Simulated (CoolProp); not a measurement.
Vapour-liquid equilibrium of hydrogen sulfide (1) + propane (2) at 266.7 K; x and y are mole fractions of (1).

The numbers come from the multi-fluid Helmholtz-energy mixture model, Lemmon 2006 and Lemmon 2009; pair parameters Kunz 2012 in CoolProp.

| x | bubble pressure (bar) | y at the bubble point | dew pressure at overall composition x (bar) | liquid density (mol/L) |
|---|---|---|---|---|
| 0.05 | 4.724 | 0.201 | 4.060 | 12.41 |
| 0.125 | 5.765 | 0.375 | 4.367 | 12.81 |
| 0.2 | 6.577 | 0.480 | 4.719 | 13.28 |
| 0.275 | 7.210 | 0.551 | 5.123 | 13.83 |
| 0.35 | 7.702 | 0.603 | 5.591 | 14.48 |
| 0.425 | 8.084 | 0.644 | 6.131 | 15.22 |
| 0.5 | 8.380 | 0.679 | 6.750 | 16.07 |
| 0.575 | 8.608 | 0.711 | 7.436 | 17.04 |
| 0.65 | 8.779 | 0.741 | 8.133 | 18.13 |
| 0.725 | 8.898 | 0.773 | 8.696 | 19.35 |
| 0.8 | 8.959 | 0.810 | 8.950 | 20.70 |
| 0.875 | 8.936 | 0.858 | 8.907 | 22.17 |
| 0.95 | 8.765 | 0.929 | 8.693 | 23.75 |

y crosses x between x = 0.8 and 0.875: the model has an azeotrope there.

Pair parameters are fitted to limited data, so mixtures are less certain than the pure fluids.
